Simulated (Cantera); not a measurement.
## Equilibrium for silicon oxide and oxynitride deposition: SiH4 + CO2 + N2 + O2

Charge: 1 mol SiH4, 0.48 mol CO2, a varied amount of N2, 14 mol O2, held at 573.15 K and 0.133 bar.

These are equilibrium values from Cantera (NASA tables, ideal gas, pure condensed phases), not measurements of a reactor. Candidate condensed phases: C, C6H6, C7H8, C8H18, H2O, Si, SiC, SiO2, Si2N2O, Si3N4; 151 gas species. Equilibrium is a limit: real reactors are often held back by kinetics, nucleation or transport.

From 2 mol N2 to 75 mol N2 the condensed part is SiO2(α-quartz).

```json
[
 {"n(N2) (mol)": "2", "x N2": "0.121", "x O2": "0.728", "x H2O": "0.121", "x CO2": "0.0291", "n SiO2(α-quartz)": "1.00"},
 {"n(N2) (mol)": "2.9", "x N2": "0.167", "x O2": "0.690", "x H2O": "0.115", "x CO2": "0.0276", "n SiO2(α-quartz)": "1.00"},
 {"n(N2) (mol)": "4.1", "x N2": "0.221", "x O2": "0.646", "x H2O": "0.108", "x CO2": "0.0258", "n SiO2(α-quartz)": "1.00"},
 {"n(N2) (mol)": "5.9", "x N2": "0.289", "x O2": "0.589", "x H2O": "0.0981", "x CO2": "0.0236", "n SiO2(α-quartz)": "1.00"},
 {"n(N2) (mol)": "8.5", "x N2": "0.370", "x O2": "0.522", "x H2O": "0.0870", "x CO2": "0.0209", "n SiO2(α-quartz)": "1.00"},
 {"n(N2) (mol)": "12", "x N2": "0.453", "x O2": "0.453", "x H2O": "0.0755", "x CO2": "0.0181", "n SiO2(α-quartz)": "1.00"},
 {"n(N2) (mol)": "18", "x N2": "0.554", "x O2": "0.369", "x H2O": "0.0616", "x CO2": "0.0148", "n SiO2(α-quartz)": "1.00"},
 {"n(N2) (mol)": "25", "x N2": "0.633", "x O2": "0.304", "x H2O": "0.0507", "x CO2": "0.0122", "n SiO2(α-quartz)": "1.00"},
 {"n(N2) (mol)": "36", "x N2": "0.713", "x O2": "0.238", "x H2O": "0.0396", "x CO2": "0.00951", "n SiO2(α-quartz)": "1.00"},
 {"n(N2) (mol)": "52", "x N2": "0.782", "x O2": "0.181", "x H2O": "0.0301", "x CO2": "0.00722", "n SiO2(α-quartz)": "1.00"},
 {"n(N2) (mol)": "75", "x N2": "0.838", "x O2": "0.134", "x H2O": "0.0224", "x CO2": "0.00536", "n SiO2(α-quartz)": "1.00"}
]
```
x: gas mole fraction; n: condensed amount in mol.
